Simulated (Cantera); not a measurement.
Input (Python, Cantera):

```python
import numpy as np
import cantera as ct

gas = ct.Solution("gri30.yaml")
gas.TPX = 1050, 500000, {'CH4': 1, 'O2': 1.67, 'N2': 6.27, 'H2O': 1.3}
reactor = ct.IdealGasReactor(gas, energy="on", clone=False)
net = ct.ReactorNet([reactor])
net.rtol, net.atol = 1e-08, 1e-16
show = ['CH4', 'O2', 'H2O', 'CH2', 'H2', 'NO2']
times = np.geomspace(1e-06, 0.1, 16)

steps = ct.SolutionArray(gas, extra=["t"])
rows = []
print(f"{'t/s':>10s}{'T/K':>9s}{'P/Pa':>11s}" + "".join(f"{s:>11s}" for s in show))
for t in times:
    while net.time < t:
        t_next = net.step()
        steps.append(gas.state, t=t_next)
    rows.append([np.interp(t, steps.t, y) for y in (steps.T, steps.P, *steps(*show).X.T)])
    print(f"{t:10.3e}{rows[-1][0]:9.1f}{rows[-1][1]:11.4g}" + "".join(f"{x:11.3e}" for x in rows[-1][2:]))
rate = np.gradient(steps.T, steps.t)
print("integrator steps:", len(steps.t))
if steps.T.max() > steps.T[0] + 200:
    print(f"time of steepest temperature rise: {steps.t[rate.argmax()]:.4e} s")
gas.TPX = 1050, 500000, {'CH4': 1, 'O2': 1.67, 'N2': 6.27, 'H2O': 1.3}
gas.equilibrate("UV")
print(f"equilibrium (UV): T = {gas.T:.1f} K  " + "  ".join(f"{s} {gas[s].X[0]:.3e}" for s in show))
```

It prints:

```
       t/s      T/K       P/Pa        CH4         O2        H2O        CH2         H2        NO2
 1.000e-06   1050.0      5e+05  9.766e-02  1.631e-01  1.270e-01  2.251e-22  2.061e-14  2.529e-35
 2.154e-06   1050.0      5e+05  9.766e-02  1.631e-01  1.270e-01  8.062e-22  5.324e-14  6.746e-34
 4.642e-06   1050.0      5e+05  9.766e-02  1.631e-01  1.270e-01  3.198e-21  1.452e-13  1.501e-32
 1.000e-05   1050.0      5e+05  9.766e-02  1.631e-01  1.270e-01  1.369e-20  4.445e-13  2.971e-31
 2.154e-05   1050.0      5e+05  9.766e-02  1.631e-01  1.270e-01  6.274e-20  1.589e-12  6.937e-30
 4.642e-05   1050.0      5e+05  9.766e-02  1.631e-01  1.270e-01  2.889e-19  6.314e-12  1.329e-28
 1.000e-04   1050.0      5e+05  9.766e-02  1.631e-01  1.270e-01  1.423e-18  2.840e-11  2.929e-27
 2.154e-04   1050.0      5e+05  9.766e-02  1.631e-01  1.270e-01  7.521e-18  1.405e-10  6.243e-26
 4.642e-04   1050.0      5e+05  9.766e-02  1.631e-01  1.270e-01  4.622e-17  7.937e-10  1.378e-24
 1.000e-03   1050.0      5e+05  9.766e-02  1.631e-01  1.270e-01  3.487e-16  5.377e-09  3.199e-23
 2.154e-03   1050.0      5e+05  9.765e-02  1.631e-01  1.270e-01  2.282e-15  4.027e-08  7.695e-22
 4.642e-03   1050.0      5e+05  9.765e-02  1.631e-01  1.270e-01  5.167e-15  2.166e-07  1.417e-20
 1.000e-02   1050.1  5.001e+05  9.763e-02  1.631e-01  1.270e-01  7.308e-15  7.990e-07  1.685e-19
 2.154e-02   1050.5  5.002e+05  9.758e-02  1.630e-01  1.270e-01  1.385e-14  3.081e-06  2.066e-18
 4.642e-02   1052.3  5.011e+05  9.734e-02  1.628e-01  1.272e-01  5.893e-14  1.908e-05  5.345e-17
 1.000e-01   2723.9   1.35e+06  9.682e-13  1.614e-03  2.745e-01  2.911e-13  3.012e-02  5.783e-07
integrator steps: 2645
time of steepest temperature rise: 8.7131e-02 s
equilibrium (UV): T = 2723.9 K  CH4 1.134e-12  O2 1.614e-03  H2O 2.745e-01  CH2 3.189e-13  H2 3.012e-02  NO2 5.783e-07
```

Model: GRI-Mech 3.0 (53 species, 325 reactions), integrated in Cantera.
